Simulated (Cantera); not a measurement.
A perfectly stirred reactor is fed with CH4 : C2H6 : C3H8 : O2 : N2 = 1 : 0.28 : 0.043 : 1.88 : 7.07 (molar parts), at 500000 Pa; it is adiabatic with a 550 K inlet, and is followed from long to short residence time, starting on the burning branch (τ in s: 0.021, 0.0088, 0.0036, 0.0015, 0.00063, 0.00026, 0.00011, 4.5e-05, 1.9e-05, 7.9e-06, 3.3e-06).

Model: GRI-Mech 3.0 (53 species, 325 reactions), integrated in Cantera.

### Question
Predict: blow-out, bracketed by the residence times tried; x(CH4) at τ = 21.0 ms; x(C2H6) at τ = 21.0 ms; x(C3H8) at τ = 21.0 ms; x(C2H4) at τ = 21.0 ms; x(HO2) at τ = 21.0 ms; x(CH4) at τ = 0.260 ms; x(C2H6) at τ = 0.260 ms; x(C3H8) at τ = 0.260 ms; x(C2H4) at τ = 0.260 ms; x(HO2) at τ = 0.260 ms.

### Answer
| Quantity | Result |
|---|---|
| blow-out, bracketed by the residence times tried | burning at 0.260 ms, out at 0.110 ms |
| x(CH4) at τ = 21.0 ms | 0.00447 |
| x(C2H6) at τ = 21.0 ms | 4.51e-6 |
| x(C3H8) at τ = 21.0 ms | 1.30e-7 |
| x(C2H4) at τ = 21.0 ms | 4.36e-5 |
| x(HO2) at τ = 21.0 ms | 1.34e-7 |
| x(CH4) at τ = 0.260 ms | 0.0169 |
| x(C2H6) at τ = 0.260 ms | 0.000512 |
| x(C3H8) at τ = 0.260 ms | 1.96e-5 |
| x(C2H4) at τ = 0.260 ms | 0.00206 |
| x(HO2) at τ = 0.260 ms | 1.69e-5 |
